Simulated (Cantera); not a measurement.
A closed system holds: 1 mol MgSO₄, 0.18 mol H₂O, a varied amount of H₂, equilibrated at 750 K and 59.0 mbar.

These are equilibrium values from Cantera (NASA tables, ideal gas, pure condensed phases), not measurements of a reactor. Candidate condensed phases: H₂O, H₂SO₄, Mg, MgO, Mg(OH)₂, MgS, MgSO₄, S; 26 gas species. Gases not in the tables: S₃ to S₇. Equilibrium is a limit: real reactors are often held back by kinetics, nucleation or transport.

Q: At 0.91 mol H₂, list the 4 most abundant gas species with their mole fractions, and the condensed phases.

A: H₂O 0.560, SO₂ 0.430, H₂S 0.00565, S₂ 0.00302. Condensed: MgO(s) + MgSO₄(s).
